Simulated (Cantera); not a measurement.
What does this Cantera script print?

```python
import numpy as np
import cantera as ct

gas_names = """
    C CN CO CO2 C2 CCN CNC C2N2 C2O C3 C3O2 C4 C4N2 C5 Cu CuO Cu2 N NCO NO NO2 NO3 N2 N2O O O2 O3
""".split()
cond_names = """
    C(gr) Cu(cr) Cu(L) CuO(s) Cu2O(s) Cu2O(L)
""".split()


# ... load() reads the species with a 1 bar reference pressure and builds the phases ...
atoms = {
    'CuO': {'Cu': 1, 'O': 1},
    'C': {'C': 1},
    'N2': {'N': 2},
}
top_T = {'C(gr)': 4500, 'CuO(s)': 1390}  # K; cautious upper limits of use, not melting points


# ... equilibrate(T, P, feed) seeds the gas with the atoms and calls Mixture.equilibrate('TP', solver="vcs", rtol=1e-11, max_steps=5000) ...
results = []
P = 370  # Pa
for T in [975, 1075, 1175, 1275, 1375, 1475, 1575, 1675, 1775, 1875, 1975]:
    for m in [0.58, 0.76, 1, 1.3, 1.8, 2.3, 3.1, 4.1, 5.4, 7.2, 9.5]:
        feed = {'CuO': 1, 'C': 5.1, 'N2': m}  # mol
        mix = equilibrate(T, P, feed)
        results.append((T, P, feed, dict(zip(mix.species_names, mix.species_moles))))

for T, P, feed, n in results:
    print(f"{T:7g} {feed['N2']:10.4g}  " + (" + ".join(c for c in cond_names if n.get(c, 0) > 1e-12) or "gas only"))
```

Result:

```
    975       0.58  C(gr) + Cu(cr)
    975       0.76  C(gr) + Cu(cr)
    975          1  C(gr) + Cu(cr)
    975        1.3  C(gr) + Cu(cr)
    975        1.8  C(gr) + Cu(cr)
    975        2.3  C(gr) + Cu(cr)
    975        3.1  C(gr) + Cu(cr)
    975        4.1  C(gr) + Cu(cr)
    975        5.4  C(gr) + Cu(cr)
    975        7.2  C(gr) + Cu(cr)
    975        9.5  C(gr) + Cu(cr)
   1075       0.58  C(gr) + Cu(cr)
   1075       0.76  C(gr) + Cu(cr)
   1075          1  C(gr) + Cu(cr)
   1075        1.3  C(gr) + Cu(cr)
   1075        1.8  C(gr) + Cu(cr)
   1075        2.3  C(gr) + Cu(cr)
   1075        3.1  C(gr) + Cu(cr)
   1075        4.1  C(gr) + Cu(cr)
   1075        5.4  C(gr) + Cu(cr)
   1075        7.2  C(gr) + Cu(cr)
   1075        9.5  C(gr) + Cu(cr)
   1175       0.58  C(gr) + Cu(cr)
   1175       0.76  C(gr) + Cu(cr)
   1175          1  C(gr) + Cu(cr)
   1175        1.3  C(gr) + Cu(cr)
   1175        1.8  C(gr) + Cu(cr)
   1175        2.3  C(gr) + Cu(cr)
   1175        3.1  C(gr) + Cu(cr)
   1175        4.1  C(gr) + Cu(cr)
   1175        5.4  C(gr) + Cu(cr)
   1175        7.2  C(gr) + Cu(cr)
   1175        9.5  C(gr) + Cu(cr)
   1275       0.58  C(gr) + Cu(cr)
   1275       0.76  C(gr) + Cu(cr)
   1275          1  C(gr) + Cu(cr)
   1275        1.3  C(gr) + Cu(cr)
   1275        1.8  C(gr) + Cu(cr)
   1275        2.3  C(gr) + Cu(cr)
   1275        3.1  C(gr) + Cu(cr)
   1275        4.1  C(gr) + Cu(cr)
   1275        5.4  C(gr) + Cu(cr)
   1275        7.2  C(gr) + Cu(cr)
   1275        9.5  C(gr) + Cu(cr)
   1375       0.58  C(gr) + Cu(L)
   1375       0.76  C(gr) + Cu(L)
   1375          1  C(gr) + Cu(L)
   1375        1.3  C(gr) + Cu(L)
   1375        1.8  C(gr) + Cu(L)
   1375        2.3  C(gr) + Cu(L)
   1375        3.1  C(gr) + Cu(L)
   1375        4.1  C(gr) + Cu(L)
   1375        5.4  C(gr) + Cu(L)
   1375        7.2  C(gr) + Cu(L)
   1375        9.5  C(gr) + Cu(L)
   1475       0.58  C(gr) + Cu(L)
   1475       0.76  C(gr) + Cu(L)
   1475          1  C(gr) + Cu(L)
   1475        1.3  C(gr) + Cu(L)
   1475        1.8  C(gr) + Cu(L)
   1475        2.3  C(gr) + Cu(L)
   1475        3.1  C(gr) + Cu(L)
   1475        4.1  C(gr) + Cu(L)
   1475        5.4  C(gr) + Cu(L)
   1475        7.2  C(gr) + Cu(L)
   1475        9.5  C(gr) + Cu(L)
   1575       0.58  C(gr) + Cu(L)
   1575       0.76  C(gr) + Cu(L)
   1575          1  C(gr) + Cu(L)
   1575        1.3  C(gr) + Cu(L)
   1575        1.8  C(gr) + Cu(L)
   1575        2.3  C(gr) + Cu(L)
   1575        3.1  C(gr) + Cu(L)
   1575        4.1  C(gr) + Cu(L)
   1575        5.4  C(gr) + Cu(L)
   1575        7.2  C(gr) + Cu(L)
   1575        9.5  C(gr) + Cu(L)
   1675       0.58  C(gr) + Cu(L)
   1675       0.76  C(gr) + Cu(L)
   1675          1  C(gr) + Cu(L)
   1675        1.3  C(gr) + Cu(L)
   1675        1.8  C(gr) + Cu(L)
   1675        2.3  C(gr) + Cu(L)
   1675        3.1  C(gr) + Cu(L)
   1675        4.1  C(gr) + Cu(L)
   1675        5.4  C(gr) + Cu(L)
   1675        7.2  C(gr) + Cu(L)
   1675        9.5  C(gr) + Cu(L)
   1775       0.58  C(gr) + Cu(L)
   1775       0.76  C(gr) + Cu(L)
   1775          1  C(gr) + Cu(L)
   1775        1.3  C(gr) + Cu(L)
   1775        1.8  C(gr) + Cu(L)
   1775        2.3  C(gr) + Cu(L)
   1775        3.1  C(gr) + Cu(L)
   1775        4.1  C(gr) + Cu(L)
   1775        5.4  C(gr) + Cu(L)
   1775        7.2  C(gr)
   1775        9.5  C(gr)
   1875       0.58  C(gr) + Cu(L)
   1875       0.76  C(gr) + Cu(L)
   1875          1  C(gr)
   1875        1.3  C(gr)
   1875        1.8  C(gr)
   1875        2.3  C(gr)
   1875        3.1  C(gr)
   1875        4.1  C(gr)
   1875        5.4  C(gr)
   1875        7.2  C(gr)
   1875        9.5  C(gr)
   1975       0.58  C(gr)
   1975       0.76  C(gr)
   1975          1  C(gr)
   1975        1.3  C(gr)
   1975        1.8  C(gr)
   1975        2.3  C(gr)
   1975        3.1  C(gr)
   1975        4.1  C(gr)
   1975        5.4  C(gr)
   1975        7.2  C(gr)
   1975        9.5  C(gr)
```

These are equilibrium values from Cantera (NASA tables, ideal gas, pure condensed phases), not measurements of a reactor.
